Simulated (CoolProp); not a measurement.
Vapour-liquid equilibrium of isobutane (1) + n-butane (2) at 1770 kPa; x and y are mole fractions of (1).

Values from CoolProp's multi-fluid Helmholtz-energy mixture model, Bücker 2006 and Bücker 2006; pair parameters Kunz 2012.

```
x     bubble temperature, mixture model (K)  bubble temperature, Raoult's law (K)  y, mixture model  y, Raoult's law
----  -------------------------------------  ------------------------------------  ----------------  ---------------
0.05                                  380.2                                 380.1             0.058            0.064
0.15                                  378.8                                 378.6               ___            0.186
0.25                                  377.4                                 377.1             0.281            0.302
0.35                                  376.0                                 375.7             0.387            0.412
0.45                                  374.6                                 374.3             0.490            0.516
0.55                                  373.2                                 372.9             0.590            0.614
0.65                                  371.8                                 371.5             0.687            0.708
0.75                                  370.5                                 370.2             0.780            0.797
0.85                                    ___                                 368.9             0.870            0.881
0.95                                  367.7                                 367.7               ___            0.961
```

Problem. Complete the blanks.

Solution. 
- 0.15, y, mixture model: 0.171
- 0.85, bubble temperature, mixture model (K): 369.1
- 0.95, y, mixture model: 0.958

The largest gap from Raoult's law is +0.3 K in bubble temperature, at x = 0.45. No azeotrope shows between x = 0.05 and 0.95.

Pair parameters are fitted to limited data, so mixtures are less certain than the pure fluids.
